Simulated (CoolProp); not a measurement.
Vapour-liquid equilibrium of methanol (1) + ethylbenzene (2) at 436.5 K; x and y are mole fractions of (1).

Computed with CoolProp (multi-fluid Helmholtz-energy mixture model, de Reuck 1993 and Zhou 2012; pair parameters Bell 2016).

```csv
x,bubble pressure (bar),y at the bubble point,dew pressure at overall composition x (bar),liquid density (mol/L)
0.05,4.236,?,2.107,7.116
0.15,7.545,0.728,2.374,7.592
0.25,9.772,0.792,2.703,8.142
0.35,11.35,?,3.129,?
0.45,12.57,0.847,3.708,9.559
0.55,13.63,0.866,4.545,10.50
0.65,14.67,0.887,5.859,11.67
0.75,15.77,0.910,8.197,13.17
0.85,16.98,0.940,12.73,15.14
0.95,?,0.978,17.35,17.81
```

Q: Some entries are withheld; supply them.

A: 
- 0.05, y at the bubble point: 0.518
- 0.35, y at the bubble point: 0.825
- 0.35, liquid density (mol/L): 8.788
- 0.95, bubble pressure (bar): 18.29

No azeotrope shows between x = 0.05 and 0.95.

The pair parameters rest on a limited set of measurements; away from them the model extrapolates. With so large a gap from Raoult's law the liquid may split in two, which this calculation doesn't test in full.
